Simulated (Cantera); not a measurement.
What does this Cantera script print?

```python
import numpy as np
import cantera as ct

gas_names = """
    N NO NO2 NO3 N2 N2O O O2 O3 Si SiN SiO SiO2 Si2 Si2N Si3
""".split()
cond_names = """
    Si(cr) Si(L) SiO2(Lqz) SiO2(hqz) SiO2(L) Si2N2O(s) Si3N4(a)
""".split()


# ... load() reads the species with a 1 bar reference pressure and builds the phases ...
atoms = {
    'Si3N4': {'Si': 3, 'N': 4},
    'O2': {'O': 2},
}
top_T = {'Si2N2O(s)': 2100, 'Si3N4(a)': 2400}  # K; cautious upper limits of use, not melting points


# ... equilibrate(T, P, feed) seeds the gas with the atoms and calls Mixture.equilibrate('TP', solver="vcs", rtol=1e-11, max_steps=5000) ...
results = []
feed = {'Si3N4': 1, 'O2': 5.9}  # mol
P = 540  # Pa
for T in [775, 875, 975, 1075, 1175, 1275, 1375, 1475, 1575, 1675, 1775]:
    mix = equilibrate(T, P, feed)
    results.append((T, P, feed, dict(zip(mix.species_names, mix.species_moles))))

top = {s: max(r[3][s] / sum(r[3][g] for g in gas_names) for r in results) for s in gas_names}
cols = sorted((s for s in top if top[s] > 1e-05), key=lambda s: -top[s])[:9]
seen = [c for c in cond_names if any(r[3].get(c, 0) > 1e-12 for r in results)]
print("log10 of partial pressures in bar; condensed amounts in mol")
print(f"{'T/K':>10s}" + "".join(f"{s[:9]:>10s}" for s in cols + seen))
for T, P, feed, n in results:
    ng = sum(n[g] for g in gas_names)
    print(f"{T:10.4g}" + "".join(f"{np.log10(max(n[s] / ng * P / 1e5, 1e-99)):10.3f}" for s in cols)
          + "".join(f"{n.get(c, 0):10.4g}" for c in seen))
```

Result:

```
log10 of partial pressures in bar; condensed amounts in mol
       T/K        O2        N2        NO         O SiO2(Lqz) SiO2(hqz)   SiO2(L)
       775    -2.495    -2.657    -8.076   -14.876         3         0         0
       875    -2.495    -2.657    -7.372   -12.935         0         3         0
       975    -2.495    -2.657    -6.813   -11.390         0         3         0
      1075    -2.495    -2.657    -6.357   -10.130         0         3         0
      1175    -2.495    -2.657    -5.979    -9.083         0         3         0
      1275    -2.496    -2.657    -5.660    -8.200         0         3         0
      1375    -2.496    -2.657    -5.388    -7.444         0         3         0
      1475    -2.496    -2.657    -5.152    -6.790         0         3         0
      1575    -2.496    -2.658    -4.947    -6.218         0         3         0
      1675    -2.497    -2.659    -4.766    -5.715         0         3         0
      1775    -2.498    -2.659    -4.607    -5.268         0         0         3
```

Cantera equilibrium calculation (NASA polynomials, part measured and part estimated; ideal gas, pure solids and liquids). The tables hold silica as quartz up to 1696 K and as liquid above; real silica turns to tridymite and cristobalite and melts near 1996 K.
